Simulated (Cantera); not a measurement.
Cantera with NASA thermochemical tables; ideal gases at 1 bar, condensed phases pure. Values are per mole of reaction as written; species without (g) are pure solids or liquids, kept so even where they would boil at 1 bar. TiO: taken at fixed stoichiometry.

Question: Between 2075 and 2200 K, where is each reaction favourable under standard conditions?
- 4 TiO(g) + 3 CO(g) = 3 C + Ti4O7
- 2 Ti4O7 + 3 N2(g) = 8 TiO + 6 NO(g)
- 2 Ti2O3 + CO2(g) = Ti4O7 + CO(g)

Answer: 
- 4 TiO(g) + 3 CO(g) = 3 C + Ti4O7: ΔG° is -763 kJ at 2075 K and -637 kJ at 2200 K; it stays negative (K > 1). ΔH° is -2848 kJ and ΔS° -1005 J/K at 2200 K.
- 2 Ti4O7 + 3 N2(g) = 8 TiO + 6 NO(g): ΔG° is 1873 kJ at 2075 K and 1809 kJ at 2200 K; it stays positive (K < 1). ΔH° is 2931 kJ and ΔS° 510 J/K at 2200 K.
- 2 Ti2O3 + CO2(g) = Ti4O7 + CO(g): ΔG° is -114 kJ at 2075 K and -120 kJ at 2200 K; it stays negative (K > 1). ΔH° is -84 kJ and ΔS° 16 J/K at 2200 K.
